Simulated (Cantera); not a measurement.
An adiabatic, constant-volume homogeneous reactor starts with 6.38 % CH₄, 19.6 % O₂, 74.0 % N₂, at 1325 K and 4.80 bar.

Cantera simulation using GRI-Mech 3.0 (53 species, 325 reactions); the numbers are that mechanism's predictions, not measurements.

Task: Predict: time of steepest temperature rise; temperature at 4.00 s; equilibrium temperature; x(O₂) at 4.00 s; x(CO) at 4.00 s.

Result: 
```json
{
  "time_of_steepest_temperature_rise": "1.76 ms",
  "temperature at 4.00 s": "2729 K",
  "equilibrium_temperature": "2729 K",
  "x(O₂) at 4.00 s": "0.0603 (gas-phase equilibrium 0.0603)",
  "x(CO) at 4.00 s": "0.00799 (gas-phase equilibrium 0.00799)"
}
```
